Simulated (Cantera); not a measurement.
# Counterflow diffusion flame

A counterflow diffusion flame at 1.70 bar, nozzles 20 mm apart: fuel side 64.5 % CH4, 35.5 % N2 at 623 K, oxidiser side 26.0 % O2, 74.0 % N2 at 300 K, fuel mass flux 0.52 times the oxidiser's; mixture-averaged transport, no radiation.

Model: GRI-Mech 3.0 (53 species, 325 reactions), integrated in Cantera. GRI-Mech 3.0 has no aromatics or soot, which form on the fuel side of real flames. The maximum strain rate includes the flame's own expansion and is several times the mean.

| oxidiser flux (kg/m²/s) | max strain (1/s) | mean strain (1/s) | T max (K) | peak x OH | peak x H | peak x NO | peak x CO | peak x C2H2 |
|---|---|---|---|---|---|---|---|---|
| 0.42 | 139 | 27.0 | 2275 | 0.00923 | 0.00325 | 0.000436 | 0.0664 | 0.0160 |
| 0.55 | 176 | 35.4 | 2259 | 0.00935 | 0.00340 | 0.000411 | 0.0652 | 0.0154 |
| 0.72 | 223 | 46.3 | 2244 | 0.00944 | 0.00354 | 0.000386 | 0.0640 | 0.0148 |
| 0.94 | 283 | 60.4 | 2231 | 0.00952 | 0.00369 | 0.000365 | 0.0629 | 0.0142 |
| 1.2 | 352 | 77.2 | 2221 | 0.00961 | 0.00383 | 0.000346 | 0.0622 | 0.0136 |
| 1.6 | 457 | 103 | 2209 | 0.00966 | 0.00399 | 0.000322 | 0.0612 | 0.0128 |
| 2.1 | 585 | 135 | 2198 | 0.00968 | 0.00414 | 0.000298 | 0.0604 | 0.0121 |
| 2.7 | 736 | 174 | 2186 | 0.00966 | 0.00427 | 0.000274 | 0.0598 | 0.0115 |
x: mole fraction; the columns are a selection and need not sum to one.
